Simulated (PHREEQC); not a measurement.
Dissolve 5.6 mmol/kgw Ni(NO3)2, 20 mmol/kgw Na2SO4 and 73 mmol/kgw NiCl2 at 25 °C. Closed to the air; pH follows from the charge balance.

All values are PHREEQC results (ion-association model, wateq4f.dat), not measurements.

```tsv
quantity	before	after
pH	5.84	5.82
NiCl+ (mol/kgw)	0.00600	0.00704
NiCl2 (mol/kgw)	0.00146	0.00184
NiOH+ (mol/kgw)	2.37e-6	2.45e-6
Ni(OH)2 (mol/kgw)	8.23e-10	8.11e-10
```

### Question
What was changed between the two runs?
(A) temperature from 25 to 35 °C
(B) NiCl2 from 0.073 to 0.0803 mol/kgw
(C) temperature from 25 to 90 °C
(D) Na2SO4 left out

### Answer
B, NiCl2 from 0.073 to 0.0803 mol/kgw

No solid was allowed to form.
